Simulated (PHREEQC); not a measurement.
Consider water at 4 °C with 0.013 mol/kgw NaH2PO4, 0.00035 mol/kgw Na2B4O7 and 0.0025 mol/kgw NaCl. Closed to the air; pH follows from the charge balance.

The numbers come from PHREEQC with the ion-association model, wateq4f.dat.

**Question.** The ionic strength comes out as 0.0169 mol/kgw. What activity coefficients do H2PO4-, NaHPO4-, HPO4-2, H+, Na+ get?

**Answer.** H2PO4- 0.89, NaHPO4- 0.89, HPO4-2 0.61, H+ 0.90, Na+ 0.88.

No solid was allowed to form. H3PO4, which wateq4f.dat lacks, is added to it with the constant of phreeqc.dat. Constants without temperature data keep their 25 °C values here.
